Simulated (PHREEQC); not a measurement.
# Hard or scaling water: an equilibrium model

Solution (67 °C): 0.0021 mol CaSO4, 0.014 mol CO2 and 0.25 mol KCl per kg of water. Closed to the air; pH follows from the charge balance.

Equilibrium calculation in PHREEQC: ion-association model, phreeqc.dat.

No solid was allowed to form.

Task: What pH, activity of water, specific conductance does the model give?

Result: pH 4.07; activity of water 0.991; specific conductance 60300 µS/cm.

Task: In which forms is S present?

Result: SO4-2 56 %, KSO4- 42 %, CaSO4 1.7 % of the S.

Complexes and solids missing from the database can't appear. At this temperature some constants are extrapolated from 25 °C, and those without enthalpy data are left unchanged.
